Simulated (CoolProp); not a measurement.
Computed with CoolProp (reference Helmholtz-energy equation of state, Akasaka 2015).

Q: Give the vapour pressure (bar), liquid density (kg/m³), enthalpy of vaporisation (kJ/kg), liquid cp (kJ/(kg K)) of saturated R245fa at 94.45 °C.

A: 
```
T (°C)  p (bar)  liquid density (kg/m³)  enthalpy of vaporisation (kJ/kg)  liquid cp (kJ/(kg K))
------  -------  ----------------------  --------------------------------  ---------------------
94.45      11.2                    1120                               141                   1.56
```
